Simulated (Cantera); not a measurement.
## Thermodynamics of chemical vapour transport, feed TiO2 + HCl

Input: 1 mol TiO2, 0.12 mol HCl, equilibrated at 44.0 mbar.

These are equilibrium values from Cantera (NASA tables, ideal gas, pure condensed phases), not measurements of a reactor. Candidate condensed phases: H2O, Ti, TiCl2, TiCl3, TiCl4, TiO, TiO2, Ti2O3, Ti3O5, Ti4O7; 23 gas species. Condensed phases not in the tables: TiOCl. Kinetics and transport are ignored.

From 1000 K to 1700 K the condensed part is TiO2(rutile). The main Ti-bearing gas is TiCl4 throughout.

```csv
T (K),log p HCl,log p Cl,log p H2O,log p H2,n TiO2(rutile)
1000,-1.36,-6.76,-4.11,-6.54,1.000
1100,-1.36,-5.99,-4.02,-6.01,1.000
1200,-1.36,-5.36,-3.94,-5.53,1.000
1300,-1.36,-4.85,-3.88,-5.08,1.000
1400,-1.36,-4.41,-3.83,-4.69,1.000
1500,-1.36,-4.04,-3.78,-4.34,1.000
1600,-1.36,-3.71,-3.73,-4.03,1.000
1700,-1.37,-3.43,-3.68,-3.75,1.000
```
log p: log10 of the partial pressure in bar; n: condensed amount in mol.
